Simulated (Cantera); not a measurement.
A perfectly stirred reactor is fed with CH4 : H2O = 1 : 0.95 (molar parts), at 0.350 bar; it is held at 1775 K, and followed from long to short residence time.

Cantera simulation using GRI-Mech 3.0 (53 species, 325 reactions); the numbers are that mechanism's predictions, not measurements.

x: mole fraction; the columns are a selection and need not sum to one.

| τ (s) | x CH4 | x H2O | x H | x CO | x CH2CO | x C2H4 |
|---|---|---|---|---|---|---|
| 4.7 | 0.0127 | 0.0650 | 0.000405 | 0.189 | 5.53e-6 | 0.000250 |
| 2.0 | 0.0185 | 0.0960 | 0.000394 | 0.164 | 1.11e-5 | 0.000345 |
| 0.82 | 0.0272 | 0.138 | 0.000378 | 0.132 | 2.16e-5 | 0.000473 |
| 0.34 | 0.0397 | 0.189 | 0.000355 | 0.0966 | 3.83e-5 | 0.000636 |
| 0.14 | 0.0581 | 0.243 | … | 0.0619 | 6.05e-5 | 0.000867 |
| 0.058 | 0.0858 | 0.293 | … | 0.0347 | 8.23e-5 | 0.00127 |
| 0.024 | 0.128 | 0.336 | … | 0.0172 | 9.56e-5 | 0.00211 |
| 0.010 | 0.186 | 0.371 | … | 0.00799 | 9.56e-5 | 0.00384 |
| 0.0042 | 0.259 | 0.403 | … | 0.00353 | 8.14e-5 | 0.00690 |

Question: Some entries are withheld; supply them.

Answer: 
- 0.14, x H: 0.000325
- 0.058, x H: 0.000289
- 0.024, x H: 0.000246
- 0.010, x H: 0.000201
- 0.0042, x H: 0.000155
